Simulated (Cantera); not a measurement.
A closed system holds: 1 mol B, 4.9 mol N2, 3.9 mol H2O, equilibrated at 1702 °C and 6000 Pa.

Cantera equilibrium calculation (NASA polynomials, part measured and part estimated; ideal gas, pure solids and liquids). Candidate condensed phases: B, BN, B2O3, B3O3H3, H2O; 39 gas species. Kinetics and transport are ignored.

Base state: N2 0.526, H2O 0.209, H2 0.160, HBO2 0.0976, B2O3 0.00458, H 0.00223, HBO 0.000380, OH 0.000278 (mole fractions); condensed: gas only.

Problem. What changes in the equilibrium state with this change: pressure from 6000 Pa to 9800 Pa?

Solution. 
```
species    before     after
-------  --------  --------
N2          0.526     0.526
H2O         0.209     0.209
H2          0.160     0.160
H         0.00223   0.00175
HBO2       0.0976    0.0977
NO        1.62e-5   1.27e-5
OH       0.000278  0.000217
```
